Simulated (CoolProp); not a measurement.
Vapour-liquid equilibrium of cyclohexane (1) + p-xylene (2) at 423.6 K; x and y are mole fractions of (1).

Computed with CoolProp (multi-fluid Helmholtz-energy mixture model, Zhou 2014 and Zhou 2012; pair parameters Bell 2016).

```json
[
 {"x": "0.05", "bubble pressure, mixture model (MPa)": "0.1650", "bubble pressure, Raoult's law (MPa)": "0.1596", "y, mixture model": "0.192", "y, Raoult's law": "0.175"},
 {"x": "0.15", "bubble pressure, mixture model (MPa)": "0.2150", "bubble pressure, Raoult's law (MPa)": "0.2016", "y, mixture model": "0.431", "y, Raoult's law": "0.415"},
 {"x": "0.25", "bubble pressure, mixture model (MPa)": "0.2614", "bubble pressure, Raoult's law (MPa)": "0.2435", "y, mixture model": "0.576", "y, Raoult's law": "0.573"},
 {"x": "0.35", "bubble pressure, mixture model (MPa)": "0.3048", "bubble pressure, Raoult's law (MPa)": "0.2854", "y, mixture model": "0.675", "y, Raoult's law": "0.684"},
 {"x": "0.45", "bubble pressure, mixture model (MPa)": "0.3459", "bubble pressure, Raoult's law (MPa)": "0.3274", "y, mixture model": "0.748", "y, Raoult's law": "0.767"},
 {"x": "0.55", "bubble pressure, mixture model (MPa)": "0.3853", "bubble pressure, Raoult's law (MPa)": "0.3693", "y, mixture model": "0.807", "y, Raoult's law": "0.831"},
 {"x": "0.65", "bubble pressure, mixture model (MPa)": "0.4236", "bubble pressure, Raoult's law (MPa)": "0.4113", "y, mixture model": "0.857", "y, Raoult's law": "0.882"},
 {"x": "0.75", "bubble pressure, mixture model (MPa)": "0.4614", "bubble pressure, Raoult's law (MPa)": "0.4532", "y, mixture model": "0.901", "y, Raoult's law": "0.924"},
 {"x": "0.85", "bubble pressure, mixture model (MPa)": "0.4994", "bubble pressure, Raoult's law (MPa)": "0.4952", "y, mixture model": "0.942", "y, Raoult's law": "0.958"},
 {"x": "0.95", "bubble pressure, mixture model (MPa)": "0.5382", "bubble pressure, Raoult's law (MPa)": "0.5371", "y, mixture model": "0.981", "y, Raoult's law": "0.987"}
]
```

The largest gap from Raoult's law is +7.4 % in bubble pressure, at x = 0.25. No azeotrope shows between x = 0.05 and 0.95.

Pair parameters are fitted to limited data, so mixtures are less certain than the pure fluids.
